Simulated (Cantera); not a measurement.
A closed system holds: 1 mol Si3N4, a varied amount of O2, 190 mol H2, at 973.15 K and 36.0 mbar.

Cantera equilibrium calculation (NASA polynomials, part measured and part estimated; ideal gas, pure solids and liquids). Candidate condensed phases: H2O, Si, SiO2, Si2N2O, Si3N4; 35 gas species. Rates play no part.

x: gas mole fraction; n: condensed amount in mol.

```
n(O2) (mol)   x H2  x N2     x H2O    x NH3      x H  n Si2N2O(s)  n Si3N4(s)  n SiO2(β-quartz)
-----------  -----  ----  --------  -------  -------  -----------  ----------  ----------------
0.24         0.999   ___  1.05e-12  7.29e-7  5.72e-9        0.480       0.680                 0
0.29         0.999   ___  1.12e-12  8.01e-7  5.72e-9        0.580       0.613                 0
0.35         0.999   ___  1.19e-12  8.79e-7  5.72e-9        0.700       0.533                 0
0.42         0.999   ___  1.27e-12  9.63e-7  5.72e-9        0.840       0.440                 0
0.5          0.998   ___  1.34e-12  1.05e-6  5.72e-9         1.00       0.333                 0
0.6          0.998   ___  1.43e-12  1.15e-6  5.72e-9         1.20       0.200                 0
0.72         0.997   ___  1.52e-12  1.26e-6  5.72e-9         1.44      0.0400                 0
0.87         0.997   ___   6.21e-6  1.38e-6  5.71e-9         1.42           0             0.159
1            0.996   ___   6.50e-6  1.48e-6  5.71e-9         1.33           0             0.333
1.3          0.995   ___   7.08e-6  1.68e-6  5.71e-9         1.13           0             0.732
1.5          0.995   ___   7.42e-6  1.81e-6  5.71e-9         1.00           0             0.999
1.8          0.994   ___   7.87e-6  1.97e-6  5.70e-9        0.801           0              1.40
2.2          0.992   ___   8.40e-6  2.18e-6  5.70e-9        0.534           0              1.93
```

Fill in the missing entries.


- 0.24, x N2: 0.000841
- 0.29, x N2: 0.00102
- 0.35, x N2: 0.00123
- 0.42, x N2: 0.00147
- 0.5, x N2: 0.00175
- 0.6, x N2: 0.00210
- 0.72, x N2: 0.00252
- 0.87, x N2: 0.00304
- 1, x N2: 0.00349
- 1.3, x N2: 0.00454
- 1.5, x N2: 0.00523
- 1.8, x N2: 0.00627
- 2.2, x N2: 0.00766
